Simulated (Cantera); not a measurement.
Input (Python, Cantera) and output of one run.

```python
import numpy as np
import cantera as ct

gas_names = """
    H HO2 H2 H2O H2O2 O OH O2 O3 Ta TaO TaO2
""".split()
cond_names = """
    H2O(s) H2O(L) Ta(cr) Ta(L) Ta2O5(s) Ta2O5(L)
""".split()


# ... load() reads the species with a 1 bar reference pressure and builds the phases ...
atoms = {
    'Ta': {'Ta': 1},
    'H2O': {'H': 2, 'O': 1},
}
top_T = {}  # K; cautious upper limits of use, not melting points


# ... equilibrate(T, P, feed) seeds the gas with the atoms and calls Mixture.equilibrate('TP', solver="vcs", rtol=1e-11, max_steps=5000) ...
results = []
T = 1925  # K
P = 133.322  # Pa
for m in [2.1, 4.5, 6.9, 9.3, 12, 14, 17, 19, 21]:
    feed = {'Ta': 1, 'H2O': m}  # mol
    mix = equilibrate(T, P, feed)
    results.append((T, P, feed, dict(zip(mix.species_names, mix.species_moles))))

top = {s: max(r[3][s] / sum(r[3][g] for g in gas_names) for r in results) for s in gas_names}
cols = sorted((s for s in top if top[s] > 1e-05), key=lambda s: -top[s])[:9]
seen = [c for c in cond_names if any(r[3].get(c, 0) > 1e-12 for r in results)]
print("log10 of partial pressures in bar; condensed amounts in mol")
print(f"{'n(H2O)':>10s}" + "".join(f"{s[:9]:>10s}" for s in cols + seen))
for T, P, feed, n in results:
    ng = sum(n[g] for g in gas_names)
    print(f"{feed['H2O']:10.4g}" + "".join(f"{np.log10(max(n[s] / ng * P / 1e5, 1e-99)):10.3f}" for s in cols)
          + "".join(f"{n.get(c, 0):10.4g}" for c in seen))
```

It prints:

```
log10 of partial pressures in bar; condensed amounts in mol
    n(H2O)        H2       H2O         H        OH        O2         O      TaO2       TaO    Ta(cr)  Ta2O5(s)
       2.1    -2.887    -5.773    -4.463    -8.412   -13.362   -10.115    -6.568    -7.283    0.1609    0.4193
       4.5    -3.142    -3.233    -4.591    -5.745    -7.773    -7.321    -7.965   -11.474         0       0.5
       6.9    -3.328    -3.076    -4.683    -5.495    -7.088    -6.978    -8.136   -11.988         0       0.5
       9.3    -3.457    -3.017    -4.748    -5.371    -6.711    -6.790    -8.231   -12.271         0       0.5
        12    -3.567    -2.983    -4.803    -5.282    -6.423    -6.646    -8.303   -12.487         0       0.5
        14    -3.632    -2.967    -4.836    -5.234    -6.260    -6.564    -8.343   -12.609         0       0.5
        17    -3.714    -2.951    -4.877    -5.177    -6.065    -6.467    -8.392   -12.755         0       0.5
        19    -3.760    -2.944    -4.900    -5.147    -5.959    -6.414    -8.419   -12.835         0       0.5
        21    -3.801    -2.938    -4.920    -5.121    -5.866    -6.367    -8.442   -12.905         0       0.5
```

Equilibrium computed with Cantera from the NASA thermochemical tables; the gas is ideal and each condensed phase is pure. Mutual solubility and eutectic melting of coexisting phases are not modelled. Condensed phases not in the tables: N, O or C dissolved in the metal.
